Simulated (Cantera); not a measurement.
A Cantera script and its output.

```python
import numpy as np
import cantera as ct

gas = ct.Solution("gri30.yaml")
gas.TPX = 1375, 101325, {'N2O': 1, 'H2O': 0.0056, 'N2': 0.064}
reactor = ct.IdealGasConstPressureReactor(gas, energy="off", clone=False)
net = ct.ReactorNet([reactor])
net.rtol, net.atol = 1e-08, 1e-18
show = ['N2O', 'H2O', 'H2', 'H2O2', 'NO']
times = np.geomspace(1e-05, 2, 15)

steps = ct.SolutionArray(gas, extra=["t"])
rows = []
print(f"{'t/s':>10s}{'T/K':>9s}{'P/Pa':>11s}" + "".join(f"{s:>11s}" for s in show))
for t in times:
    while net.time < t:
        t_next = net.step()
        steps.append(gas.state, t=t_next)
    rows.append([np.interp(t, steps.t, y) for y in (steps.T, steps.P, *steps(*show).X.T)])
    print(f"{t:10.3e}{rows[-1][0]:9.1f}{rows[-1][1]:11.4g}" + "".join(f"{x:11.3e}" for x in rows[-1][2:]))
rate = np.gradient(steps.T, steps.t)
print("integrator steps:", len(steps.t))
if steps.T.max() > steps.T[0] + 200:
    print(f"time of steepest temperature rise: {steps.t[rate.argmax()]:.4e} s")
gas.TPX = 1375, 101325, {'N2O': 1, 'H2O': 0.0056, 'N2': 0.064}
gas.equilibrate("TP")
print(f"equilibrium (TP): T = {gas.T:.1f} K  " + "  ".join(f"{s} {gas[s].X[0]:.3e}" for s in show))
```

Result:

```
       t/s      T/K       P/Pa        N2O        H2O         H2       H2O2         NO
 1.000e-05   1375.0  1.013e+05  9.348e-01  5.235e-03  4.517e-12  1.315e-12  1.228e-05
 2.391e-05   1375.0  1.013e+05  9.346e-01  5.234e-03  7.497e-11  2.640e-11  3.775e-05
 5.719e-05   1375.0  1.013e+05  9.341e-01  5.232e-03  9.154e-10  4.731e-10  9.956e-05
 1.368e-04   1375.0  1.013e+05  9.329e-01  5.226e-03  6.857e-09  7.296e-09  2.463e-04
 3.270e-04   1375.0  1.013e+05  9.301e-01  5.216e-03  2.698e-08  3.016e-08  5.883e-04
 7.820e-04   1375.0  1.013e+05  9.233e-01  5.200e-03  6.343e-08  2.515e-08  1.373e-03
 1.870e-03   1375.0  1.013e+05  9.074e-01  5.170e-03  8.373e-08  1.479e-08  3.189e-03
 4.472e-03   1375.0  1.013e+05  8.711e-01  5.105e-03  6.602e-08  1.027e-08  7.360e-03
 1.069e-02   1375.0  1.013e+05  7.924e-01  4.964e-03  5.118e-08  8.784e-09  1.640e-02
 2.557e-02   1375.0  1.013e+05  6.409e-01  4.694e-03  4.473e-08  7.976e-09  3.345e-02
 6.116e-02   1375.0  1.013e+05  4.096e-01  4.283e-03  3.908e-08  6.553e-09  5.791e-02
 1.462e-01   1375.0  1.013e+05  1.727e-01  3.864e-03  2.851e-08  4.219e-09  7.886e-02
 3.497e-01   1375.0  1.013e+05  3.717e-02  3.628e-03  1.177e-08  1.560e-09  8.536e-02
 8.363e-01   1375.0  1.013e+05  2.102e-03  3.570e-03  2.759e-09  2.750e-10  8.502e-02
 2.000e+00   1375.0  1.013e+05  5.423e-06  3.567e-03  2.081e-09  1.784e-10  8.491e-02
integrator steps: 1584
equilibrium (TP): T = 1375.0 K  N2O 4.312e-08  H2O 3.565e-03  H2 1.933e-09  H2O2 1.912e-10  NO 7.206e-04
```

Model: GRI-Mech 3.0 (53 species, 325 reactions), integrated in Cantera. GRI-Mech 3.0 was tuned for natural gas; its chemistry of N2O as a main component is partial and can be far from experiment. The mechanism lacks the step 2 NO + O2 → 2 NO2, which can matter for NO2 below about 1400 K. The temperature is held fixed by assumption; the heat of reaction is taken as removed at once.
